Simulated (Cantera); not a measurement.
A closed system holds: 1 mol Pb, 1.1 mol H2, 2.3 mol O2, held at 1348.15 K and 0.0610 bar.

These are equilibrium values from Cantera (NASA tables, ideal gas, pure condensed phases), not measurements of a reactor. Candidate condensed phases: H2O, Pb, PbO, PbO2, Pb3O4; 12 gas species. Gases not in the tables: (PbO)n polymers. Equilibrium is a limit: real reactors are often held back by kinetics, nucleation or transport.

Base state: O2 0.523, H2O 0.460, PbO 0.0165, Pb 0.000146, OH 9.75e-5 (mole fractions); condensed: PbO(l).

**Question.** What changes in the equilibrium state with this change: temperature from 1348.15 K to 1473 K?

**Answer.** 
```
species        before     after
-----------  --------  --------
O2              0.523     0.477
H2O             0.460     0.418
PbO            0.0165     0.102
Pb           0.000146   0.00245
OH            9.75e-5  0.000311
PbO(l), mol     0.960     0.726
```
